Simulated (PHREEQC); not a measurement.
Solution (4.2 °C): 0.99 mol/kgw NaHSO4, 0.0021 mol/kgw NH4HCO3, 0.00066 mol/kgw (NH4)2SO4 and 0.014 mol/kgw NaHS. Closed to the air; pH follows from the charge balance.

Computed with PHREEQC (ion-association model, wateq4f.dat).

Each row changes one thing in this solution. This is a speciation only: nothing precipitates in the calculation.

| case | pH | ionic strength (mol/kgw) | Na+ (mol/kgw) | HSO4- (mol/kgw) | SO4-2 (mol/kgw) | NaSO4- (mol/kgw) | SI of Mirabilite (Na2SO4:10H2O) |
|---|---|---|---|---|---|---|---|
| as made | 0.64 | 1.39 | 0.880 | 0.667 | 0.199 | 0.124 | +0.08 |
| diluted 5-fold with water | 1.18 | 0.344 | 0.186 | 0.110 | 0.0730 | 0.0148 | -1.36 |
| NaHS left out | 0.63 | 1.38 | 0.870 | 0.673 | 0.196 | 0.120 | +0.06 |
| NaHSO4 left out | 8.87 | 0.0178 | 0.0140 | 3.70e-11 | 0.000622 | 2.28e-5 | -5.09 |
| NH4HCO3 left out | 0.64 | 1.39 | 0.880 | 0.668 | 0.199 | 0.123 | +0.08 |

The ionic strength passes 0.7 mol/kgw, the rough limit of the ion-association models, in as made; NaHS left out; NH4HCO3 left out. Some of these states are supersaturated (in Mirabilite, for instance). Away from 25 °C the constants follow the database's enthalpies or fits; those with neither stay at their 25 °C values. The polysulfide entries of wateq4f.dat were taken out for this run.
